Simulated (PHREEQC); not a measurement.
A made-up water analysis in mg/kgw, 25 °C, pH 1.97, pe 11:

```tsv
constituent	mg/kgw
Na	962
K	284
Ca	678
Mg	57.4
Cl	478
S(6) as SO4	4750
Cu(2)	2.59
N(5) as NO3	22.5
F	0.499
Zn	160
```

Valence states are taken as typed.

The numbers come from PHREEQC with the ion-association model, phreeqc.dat.

The ionic strength comes out as 0.123 mol/kgw. What activity coefficients do Na+, Cl-, Zn+2, K+, KSO4- get?

Na+ 0.77, Cl- 0.75, Zn+2 0.35, K+ 0.75, KSO4- 0.78.

No solid was allowed to form. Saturation is exceeded, for instance for Gypsum; the values hold only as long as no solid forms.
